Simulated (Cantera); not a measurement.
Gas mixture: 32.1 % CO2, 4.26 % CH4, 23.9 % CO, 39.7 % C2H6, at 0.00138 atm, frozen composition.

Cantera's kinetic-theory transport with the Lennard-Jones parameters of GRI-Mech 3.0, ideal gas; thermal conductivity in the mixture-averaged form. The composition is frozen, though it would react at the higher temperatures.

D: mixture-averaged diffusion coefficient of that species in the mixture.

```json
[
 {"T (K)": "400", "ρ (kg/m³)": "0.00141", "cp (J/kg/K)": "1431", "μ (µPa s)": "16.7", "λ (mW/m/K)": "31.5", "Pr": "0.760", "D (cm²/s) H": "(withheld)", "D (cm²/s) H2O": "217", "D (cm²/s) NH3": "211"},
 {"T (K)": "600", "ρ (kg/m³)": "0.000939", "cp (J/kg/K)": "1800", "μ (µPa s)": "23.3", "λ (mW/m/K)": "53.1", "Pr": "0.790", "D (cm²/s) H": "(withheld)", "D (cm²/s) H2O": "474", "D (cm²/s) NH3": "456"},
 {"T (K)": "800", "ρ (kg/m³)": "0.000704", "cp (J/kg/K)": "2085", "μ (µPa s)": "29.0", "λ (mW/m/K)": "74.6", "Pr": "0.810", "D (cm²/s) H": "(withheld)", "D (cm²/s) H2O": "808", "D (cm²/s) NH3": "773"},
 {"T (K)": "1000", "ρ (kg/m³)": "0.000563", "cp (J/kg/K)": "2309", "μ (µPa s)": "34.0", "λ (mW/m/K)": "95.0", "Pr": "0.826", "D (cm²/s) H": "(withheld)", "D (cm²/s) H2O": "1210", "D (cm²/s) NH3": "1150"},
 {"T (K)": "1200", "ρ (kg/m³)": "0.000469", "cp (J/kg/K)": "2477", "μ (µPa s)": "38.6", "λ (mW/m/K)": "114", "Pr": "0.835", "D (cm²/s) H": "(withheld)", "D (cm²/s) H2O": "1670", "D (cm²/s) NH3": "1590"},
 {"T (K)": "1400", "ρ (kg/m³)": "0.000402", "cp (J/kg/K)": "2607", "μ (µPa s)": "42.8", "λ (mW/m/K)": "133", "Pr": "0.842", "D (cm²/s) H": "(withheld)", "D (cm²/s) H2O": "2180", "D (cm²/s) NH3": "2070"},
 {"T (K)": "1600", "ρ (kg/m³)": "0.000352", "cp (J/kg/K)": "2707", "μ (µPa s)": "46.8", "λ (mW/m/K)": "150", "Pr": "0.846", "D (cm²/s) H": "(withheld)", "D (cm²/s) H2O": "2750", "D (cm²/s) NH3": "2600"},
 {"T (K)": "1800", "ρ (kg/m³)": "0.000313", "cp (J/kg/K)": "2784", "μ (µPa s)": "50.6", "λ (mW/m/K)": "166", "Pr": "0.848", "D (cm²/s) H": "(withheld)", "D (cm²/s) H2O": "3370", "D (cm²/s) NH3": "3180"},
 {"T (K)": "2000", "ρ (kg/m³)": "0.000282", "cp (J/kg/K)": "2844", "μ (µPa s)": "54.3", "λ (mW/m/K)": "182", "Pr": "0.850", "D (cm²/s) H": "(withheld)", "D (cm²/s) H2O": "4030", "D (cm²/s) NH3": "3800"}
]
```

Q: Fill in the missing entries.

A: 
- 400, D (cm²/s) H: 1180
- 600, D (cm²/s) H: 2430
- 800, D (cm²/s) H: 3990
- 1000, D (cm²/s) H: 5840
- 1200, D (cm²/s) H: 7950
- 1400, D (cm²/s) H: 10300
- 1600, D (cm²/s) H: 12900
- 1800, D (cm²/s) H: 15700
- 2000, D (cm²/s) H: 18700
